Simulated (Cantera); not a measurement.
A perfectly stirred reactor is fed with CO : O2 : H2O : N2 = 0.029 : 0.066 : 0.087 : 1 (molar parts), equivalence ratio 0.22, at 7500 Torr; it is held at 1498 K, and followed from long to short residence time.

Computed with Cantera and GRI-Mech 3.0 (53 species, 325 reactions).

Predict: x(CO) at τ = 18.0 s; x(O2) at τ = 18.0 s; x(H2O) at τ = 18.0 s; x(NO2) at τ = 18.0 s; x(N2O) at τ = 18.0 s; x(CO) at τ = 0.130 s; x(O2) at τ = 0.130 s; x(H2O) at τ = 0.130 s; x(NO2) at τ = 0.130 s; x(N2O) at τ = 0.130 s.


| Quantity | Value |
|---|---|
| x(CO) at τ = 18.0 s | 1.99e-6 |
| x(O2) at τ = 18.0 s | 0.0441 |
| x(H2O) at τ = 18.0 s | 0.0745 |
| x(NO2) at τ = 18.0 s | 1.66e-8 |
| x(N2O) at τ = 18.0 s | 1.26e-7 |
| x(CO) at τ = 0.130 s | 0.000119 |
| x(O2) at τ = 0.130 s | 0.0442 |
| x(H2O) at τ = 0.130 s | 0.0745 |
| x(NO2) at τ = 0.130 s | 6.70e-9 |
| x(N2O) at τ = 0.130 s | 5.74e-7 |
